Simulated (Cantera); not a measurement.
## Premixed flame

A freely propagating, adiabatic, planar premixed flame of 55.3 % H2, 10.6 % O2, 34.0 % N2, equivalence ratio 2.6, unburnt at 300 K and 750 Torr; mixture-averaged transport, grid criteria slope 0.08 and curve 0.16, no radiation.

Computed with Cantera and the H2/O2 subset of GRI-Mech 3.0, which has no nitrogen chemistry. Burning velocities carry a grid error of a few per cent, more on coarse grids.

```json
[
 {"z (mm)": "-1.03", "T (K)": "300", "u (m/s)": "2.98", "x H2": "0.553", "x O2": "0.106", "x H2O2": "<1e-8", "x HO2": "<1e-8", "x H": "<1e-8", "x H2O": "<1e-8"},
 {"z (mm)": "-0.689", "T (K)": "300", "u (m/s)": "2.98", "x H2": "0.553", "x O2": "0.106", "x H2O2": "<1e-8", "x HO2": "<1e-8", "x H": "<1e-8", "x H2O": "<1e-8"},
 {"z (mm)": "-0.517", "T (K)": "300", "u (m/s)": "2.98", "x H2": "0.553", "x O2": "0.106", "x H2O2": "<1e-8", "x HO2": "<1e-8", "x H": "<1e-8", "x H2O": "2.04e-8"},
 {"z (mm)": "-0.345", "T (K)": "300", "u (m/s)": "2.98", "x H2": "0.553", "x O2": "0.106", "x H2O2": "1.38e-8", "x HO2": "1.22e-7", "x H": "<1e-8", "x H2O": "7.26e-7"},
 {"z (mm)": "-0.172", "T (K)": "331", "u (m/s)": "3.25", "x H2": "0.548", "x O2": "0.107", "x H2O2": "1.20e-5", "x HO2": "9.70e-5", "x H": "2.72e-6", "x H2O": "0.000489"},
 {"z (mm)": "-0.0862", "T (K)": "602", "u (m/s)": "5.73", "x H2": "0.519", "x O2": "0.102", "x H2O2": "9.00e-5", "x HO2": "0.000321", "x H": "0.00267", "x H2O": "0.0196"},
 {"z (mm)": "0", "T (K)": "992", "u (m/s)": "9.17", "x H2": "0.460", "x O2": "0.0801", "x H2O2": "1.50e-5", "x HO2": "0.000108", "x H": "0.0206", "x H2O": "0.0738"},
 {"z (mm)": "0.0862", "T (K)": "1274", "u (m/s)": "11.7", "x H2": "0.392", "x O2": "0.0411", "x H2O2": "9.21e-7", "x HO2": "4.51e-5", "x H": "0.0470", "x H2O": "0.150"},
 {"z (mm)": "0.172", "T (K)": "1425", "u (m/s)": "13.1", "x H2": "0.352", "x O2": "0.0134", "x H2O2": "3.69e-7", "x HO2": "1.41e-5", "x H": "0.0615", "x H2O": "0.202"},
 {"z (mm)": "0.345", "T (K)": "1545", "u (m/s)": "14.1", "x H2": "0.340", "x O2": "0.00108", "x H2O2": "1.72e-7", "x HO2": "1.05e-6", "x H": "0.0606", "x H2O": "0.227"},
 {"z (mm)": "0.689", "T (K)": "1644", "u (m/s)": "14.9", "x H2": "0.347", "x O2": "6.46e-5", "x H2O2": "1.18e-7", "x HO2": "6.89e-8", "x H": "0.0485", "x H2O": "0.231"},
 {"z (mm)": "1.38", "T (K)": "1736", "u (m/s)": "15.7", "x H2": "0.356", "x O2": "3.01e-5", "x H2O2": "6.96e-8", "x HO2": "3.58e-8", "x H": "0.0354", "x H2O": "0.232"},
 {"z (mm)": "2.76", "T (K)": "1814", "u (m/s)": "16.3", "x H2": "0.364", "x O2": "1.52e-5", "x H2O2": "3.47e-8", "x HO2": "2.00e-8", "x H": "0.0239", "x H2O": "0.234"}
]
```
x: mole fraction of selected species; z is measured from the peak of heat release.

```
Property                     Value
------------------------  --------
laminar burning velocity  298 cm/s
thermal thickness         0.345 mm
peak x(H2O2)               9.22e-5
peak x(HO2)               0.000456
peak x(H)                   0.0635
grid points                    129
```
